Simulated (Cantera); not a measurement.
Cantera run:

```python
import numpy as np
import cantera as ct

gas_names = """
    Cr CrN CrO CrO2 CrO3 H HNO HNO2 HNO3 HO2 H2 H2O H2O2 N NH NH2 NH3 NH2OH NO NO2 NO3 N2 N2H2 N2H4 N2O
    O OH O2 O3
""".split()
cond_names = """
    Cr(cr) Cr(L) CrN(s) Cr2N(s) Cr2O3(s) Cr2O3(L) H2O(s) H2O(L)
""".split()


def load(file, names, dense=False):
    # The tables refer to 1 bar. Condensed volumes are neglected.
    table = {s.name: s for s in ct.Species.list_from_file(file)}
    out = []
    for n in names:
        d = dict(table[n].input_data)
        d["thermo"] = dict(d["thermo"], **{"reference-pressure": 1e5})
        if dense:
            d["equation-of-state"] = {"model": "constant-volume", "density": "1e6 g/cm^3"}
        out.append(ct.Species.from_dict(d))
    return out


gas = ct.Solution(thermo="ideal-gas", species=load("nasa_gas.yaml", gas_names))
cond = {s.name: ct.Solution(thermo="fixed-stoichiometry", species=[s], name=s.name)
        for s in load("nasa_condensed.yaml", cond_names, dense=True)}
atoms = {
    'Cr2O3': {'Cr': 2, 'O': 3},
    'H2': {'H': 2},
    'N2': {'N': 2},
}
top_T = {'CrN(s)': 1900, 'Cr2N(s)': 1900}  # K; cautious upper limits of use, not melting points


def equilibrate(T, P, feed):
    n = {}
    for name, mol in feed.items():
        for a, k in atoms[name].items():
            n[a] = n.get(a, 0.0) + k * mol
    gas.TPX = T, P, n
    mass = sum(n.values()) * gas.mean_molecular_weight
    gas.equilibrate("TP")
    valid = [c for c in cond.values() if c.min_temp <= T <= top_T.get(c.name, c.max_temp)]
    mix = ct.Mixture([(gas, mass / gas.mean_molecular_weight)] + [(c, 0.0) for c in valid])
    mix.T, mix.P = T, P
    mix.equilibrate("TP", solver="vcs", rtol=1e-11, max_steps=5000)
    return mix


results = []
feed = {'Cr2O3': 1, 'H2': 1.6, 'N2': 20}  # mol
T = 1750  # K
P = 23000  # Pa
mix = equilibrate(T, P, feed)
results.append((T, P, feed, dict(zip(mix.species_names, mix.species_moles))))
x = sorted(zip(gas.X, gas.species_names), reverse=True)
print(f"T = {T:g} K  P = {P:g} Pa  gas = {mix.phase_moles(0):.4g} mol")
print("   x: " + "  ".join(f"{s} {v:.3e}" for v, s in x if v > 1e-06))
print("   condensed (mol): " + ("  ".join(f"{mix.phase(i).name} {mix.phase_moles(i):.4g}"
      for i in range(1, mix.n_phases) if mix.phase_moles(i) > 1e-12) or "none"))
```

It prints:

```
T = 1750 K  P = 23000 Pa  gas = 21.61 mol
   x: N2 9.257e-01  H2 7.361e-02  H2O 3.765e-04  Cr 1.956e-04  H 1.316e-04
   condensed (mol): Cr(cr) 0.001194  Cr2O3(s) 0.9973
```

Equilibrium computed with Cantera from the NASA thermochemical tables; the gas is ideal and each condensed phase is pure. Mutual solubility and eutectic melting of coexisting phases are not modelled.
